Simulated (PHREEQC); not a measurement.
Dissolve 4.7 mmol/kgw CuSO4 at 90 °C. Closed to the air; pH follows from the charge balance.

Model: ion-association model, phreeqc.dat, run in PHREEQC.

Each row changes one thing in this solution. No solid was allowed to form.

```tsv
case	pH	ionic strength (mol/kgw)	SO4-2 (mol/kgw)	Cu+2 (mol/kgw)	CuSO4 (mol/kgw)	HSO4- (mol/kgw)
as made	4.42	0.0138	0.00344	0.00340	0.00121	4.66e-5
CuSO4 from 0.0047 to 0.00705 mol/kgw	[?]	0.0196	0.00488	0.00483	0.00209	7.28e-5
CuSO4 from 0.0047 to 0.0235 mol/kgw	[?]	0.0556	0.0138	0.0137	0.00942	0.000252
```

### Question
Some entries are withheld; supply them.

### Answer

- CuSO4 from 0.0047 to 0.00705 mol/kgw, pH: 4.36
- CuSO4 from 0.0047 to 0.0235 mol/kgw, pH: 4.17

Constants without temperature data keep their 25 °C values here.
